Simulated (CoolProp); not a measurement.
Carbon monoxide along the isotherm 196 K: density (kg/m³) from the reference equation and from simpler models built on Tc = 132.9 K, pc = 3498 kPa, ω = 0.050; each cubic takes its own stable root.

The numbers come from the reference Helmholtz-energy equation of state, Lemmon 2006 in CoolProp. It is a short technical equation, of lower accuracy than the large ones.

| p (kPa) | phase | reference | ideal gas | van der Waals | Redlich-Kwong | Soave-Redlich-Kwong | Peng-Robinson |
|---|---|---|---|---|---|---|---|
| 3180 | gas | 59.77 | 54.66 | 60.90 | 60.08 | 59.45 | 60.78 |
| 6360 | supercritical | 129.9 | 109.3 | 137.1 | 131.0 | 127.9 | 133.1 |
| 9540 | supercritical | 206.1 | 164.0 | 221.7 | 207.5 | 200.2 | 211.1 |
| 12700 | supercritical | 277.9 | 218.3 | 289.0 | 278.2 | 267.3 | 284.3 |
| 15900 | supercritical | 338.2 | 273.3 | 335.4 | 337.7 | 325.1 | 348.0 |
| 19100 | supercritical | 385.5 | 328.3 | 368.2 | 385.8 | 372.7 | 401.0 |
| 22300 | supercritical | 422.9 | 383.3 | 393.2 | 425.0 | 412.2 | 445.1 |
| 25400 | supercritical | 452.4 | 436.6 | 412.5 | 456.7 | 444.4 | 481.3 |
| 28600 | supercritical | 477.9 | 491.6 | 429.0 | 484.7 | 472.9 | 513.5 |
| 31800 | supercritical | 499.8 | 546.6 | 443.0 | 508.9 | 497.7 | 541.5 |
| 35000 | supercritical | 518.8 | 601.6 | 455.2 | 530.2 | 519.6 | 566.2 |
